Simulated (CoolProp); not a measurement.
Computed with CoolProp (reference Helmholtz-energy equation of state, Wagner 2002).

Problem. Give the vapour pressure (bar), liquid cp (kJ/(kg K)), surface tension (mN/m), liquid viscosity (µPa s) of saturated water at 525.9 K.

Solution. 
| T (K) | p (bar) | liquid cp (kJ/(kg K)) | surface tension (mN/m) | liquid viscosity (µPa s) |
|---|---|---|---|---|
| 525.9 | 41.6 | 4.90 | 25.2 | 105 |

Viscosity comes from a separate model (Huber 2009). Surface tension comes from a separate correlation (Mulero 2012).
